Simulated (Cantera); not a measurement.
## SiH2Cl2 + HCl + N2 (silicon epitaxy and polysilicon growth)

Feed: 1 mol SiH2Cl2, 0.072 mol HCl, 8.8 mol N2, at 1102 °C.

Equilibrium computed with Cantera from the NASA thermochemical tables; the gas is ideal and each condensed phase is pure. Candidate condensed phases: NH4Cl, Si, Si3N4; 28 gas species. N2 is the only nitrogen source here; it is nearly inert below about 1500 K, so the nitride shown seldom forms there in practice. The tables' values for SiCl3 are old estimates; treat these amounts as uncertain. Kinetics and transport are ignored.

| P (Pa) | log p N2 | log p HCl | log p H2 | log p SiCl2 | log p SiCl4 | log p SiCl3 | log p SiHCl3 | n Si3N4(s) |
|---|---|---|---|---|---|---|---|---|
| 100 | -3.09 | -3.91 | -4.42 | -4.54 | -5.72 | -5.46 | -7.42 | 0.214 |
| 300 | -2.62 | -3.40 | -3.99 | -4.27 | -4.85 | -4.89 | -6.64 | 0.240 |
| 880 | -2.15 | -2.92 | -3.54 | -4.07 | -4.14 | -4.43 | -5.96 | 0.257 |
| 2600 | -1.68 | -2.45 | -3.07 | -3.91 | -3.52 | -4.05 | -5.34 | 0.266 |
| 7700 | -1.20 | -1.98 | -2.58 | -3.79 | -2.96 | -3.71 | -4.75 | 0.269 |
| 23000 | -0.73 | -1.52 | -2.08 | -3.68 | -2.43 | -3.39 | -4.18 | 0.268 |
| 68000 | -0.26 | -1.07 | -1.58 | -3.58 | -1.91 | -3.08 | -3.62 | 0.266 |
| 200000 | 0.21 | -0.61 | -1.09 | -3.48 | -1.41 | -2.78 | -3.07 | 0.262 |
log p: log10 of the partial pressure in bar; n: condensed amount in mol.

From 0.750 Torr to 1500 Torr the condensed part is Si3N4(s). The main Si-bearing gas is SiCl2 at 0.750 Torr and SiCl4 at 1500 Torr. The share of Si in condensed phases is highest at 57.8 Torr (80.7 %) and lowest at 0.750 Torr (64.3 %).
